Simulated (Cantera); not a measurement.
A jet of 3.05 % CH4, 7.68 % O2, 89.3 % N2, equivalence ratio 0.79 at 300 K and 25.5 Torr hits a platinum plate 7.8 cm away at a mass flux of 0.025 kg/m²/s; the plate temperature is set and raised in steps from an oxygen-covered start.

Computed with Cantera and Deutschmann's 1995 Pt surface mechanism with GRI-Mech 3.0 gas chemistry. Catalytic surfaces can have several steady states; this one follows from the mechanism file's or the stated starting coverage.

x: mole fraction at the wall; θ: surface coverage.

```csv
plate T (K),wall x CH4,wall x O2,wall x H2O,wall x OH,wall x CO,wall x CO2,θ free Pt,θ O*
900,0.0156,0.0452,0.0279,4.29e-8,7.77e-6,0.0182,0.305,0.694
950,0.0114,0.0363,0.0357,1.30e-7,8.16e-6,0.0233,0.396,0.604
1000,0.00850,0.0303,0.0409,3.38e-7,8.64e-6,0.0268,0.483,0.516
1050,0.00663,0.0263,0.0443,7.86e-7,9.44e-6,0.0291,0.565,0.434
1100,…,0.0238,0.0465,…,…,0.0305,…,…
1150,0.00455,0.0221,0.0479,3.22e-6,1.26e-5,0.0315,0.706,0.293
1200,…,0.0209,0.0488,…,…,0.0321,…,…
```

Complete the blanks.


- 1100, wall x CH4: 0.00539
- 1100, wall x OH: 1.66e-6
- 1100, wall x CO: 1.07e-5
- 1100, θ free Pt: 0.640
- 1100, θ O*: 0.360
- 1200, wall x CH4: 0.00398
- 1200, wall x OH: 5.84e-6
- 1200, wall x CO: 1.53e-5
- 1200, θ free Pt: 0.764
- 1200, θ O*: 0.236
